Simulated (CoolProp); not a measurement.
Vapour-liquid equilibrium of R22 (1) + R115 (2) at 299.8 K; x and y are mole fractions of (1).

Computed with CoolProp (multi-fluid Helmholtz-energy mixture model, Kamei 1995 and Lemmon 2016; pair parameters Bell 2016).

| x | bubble pressure (kPa) | y at the bubble point | dew pressure at overall composition x (kPa) | liquid density (mol/L) |
|---|---|---|---|---|
| 0.05 | 1003 | 0.090 | 976.1 | 8.400 |
| 0.125 | 1068 | 0.192 | 1026 | 8.614 |
| 0.2 | … | 0.271 | 1073 | … |
| 0.275 | 1146 | … | 1117 | 9.132 |
| 0.35 | 1168 | 0.396 | 1152 | 9.441 |
| 0.425 | 1182 | 0.453 | 1176 | 9.784 |
| 0.5 | 1188 | 0.509 | 1188 | 10.16 |
| 0.575 | 1188 | 0.568 | 1188 | 10.58 |
| 0.65 | 1183 | 0.630 | 1180 | 11.04 |
| 0.725 | 1171 | 0.698 | 1166 | 11.53 |
| 0.8 | 1155 | 0.771 | 1147 | 12.06 |
| 0.875 | 1134 | 0.851 | 1127 | … |
| 0.95 | 1109 | 0.938 | 1105 | 13.26 |

**Question.** What belongs in the gaps?

**Answer.** 
- 0.2, bubble pressure (kPa): 1114
- 0.2, liquid density (mol/L): 8.857
- 0.275, y at the bubble point: 0.336
- 0.875, liquid density (mol/L): 12.64

y crosses x between x = 0.5 and 0.575: the model has an azeotrope there.

Pair parameters are fitted to limited data, so mixtures are less certain than the pure fluids.
